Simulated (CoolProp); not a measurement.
Saturated liquid density (kg/m³) of normal hydrogen: the reference equation beside estimates from Tc = -240.0 °C, pc = 1296 kPa, ω = -0.219.

Computed with CoolProp (reference Helmholtz-energy equation of state, Leachman 2009).

```json
[
 {"T (°C)": "-248.05", "reference": "64.55", "van der Waals": "___", "Redlich-Kwong": "73.36"},
 {"T (°C)": "-247.55", "reference": "63.74", "van der Waals": "50.45", "Redlich-Kwong": "71.89"},
 {"T (°C)": "-247.05", "reference": "62.91", "van der Waals": "49.60", "Redlich-Kwong": "70.37"},
 {"T (°C)": "-246.45", "reference": "61.86", "van der Waals": "48.54", "Redlich-Kwong": "___"},
 {"T (°C)": "-245.95", "reference": "60.93", "van der Waals": "47.62", "Redlich-Kwong": "66.80"},
 {"T (°C)": "-245.45", "reference": "59.95", "van der Waals": "46.66", "Redlich-Kwong": "65.06"},
 {"T (°C)": "-244.85", "reference": "58.70", "van der Waals": "45.43", "Redlich-Kwong": "62.86"},
 {"T (°C)": "-244.35", "reference": "___", "van der Waals": "44.35", "Redlich-Kwong": "60.92"},
 {"T (°C)": "-243.75", "reference": "56.14", "van der Waals": "42.97", "Redlich-Kwong": "58.44"},
 {"T (°C)": "-243.25", "reference": "54.82", "van der Waals": "41.73", "Redlich-Kwong": "56.22"},
 {"T (°C)": "-242.75", "reference": "53.36", "van der Waals": "40.39", "Redlich-Kwong": "53.83"},
 {"T (°C)": "-242.15", "reference": "51.38", "van der Waals": "38.60", "Redlich-Kwong": "50.68"},
 {"T (°C)": "-241.65", "reference": "49.44", "van der Waals": "36.92", "Redlich-Kwong": "47.73"},
 {"T (°C)": "-241.15", "reference": "47.08", "van der Waals": "34.95", "Redlich-Kwong": "44.34"},
 {"T (°C)": "-240.55", "reference": "43.10", "van der Waals": "31.91", "Redlich-Kwong": "39.17"}
]
```

### Question
Fill in the missing entries.

### Answer

- -248.05, van der Waals: 51.26
- -246.45, Redlich-Kwong: 68.47
- -244.35, reference: 57.59

Absolute difference from the reference over all 15 rows, mean and median: van der Waals 23.2 and 23.0 %, Redlich-Kwong 7.2 and 7.1 %.
